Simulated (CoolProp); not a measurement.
Computed with CoolProp (reference Helmholtz-energy equation of state, Zhou 2012).

**Question.** For p-xylene, give the phase and the density (kg/m³), speed of sound (m/s), Joule-Thomson coefficient (K/MPa), viscosity (µPa s) at 87.45 °C and 0.0383 MPa; 234.05 °C and 0.238 MPa.

**Answer.** 
- 87.45 °C and 0.0383 MPa: liquid; density 801, speed of sound 1060, Joule-Thomson coefficient -0.381, viscosity 324
- 234.05 °C and 0.238 MPa: gas; density 6.31, speed of sound 194, Joule-Thomson coefficient 16.0, viscosity 10.8

Viscosity comes from a separate model (Balogun 2015).
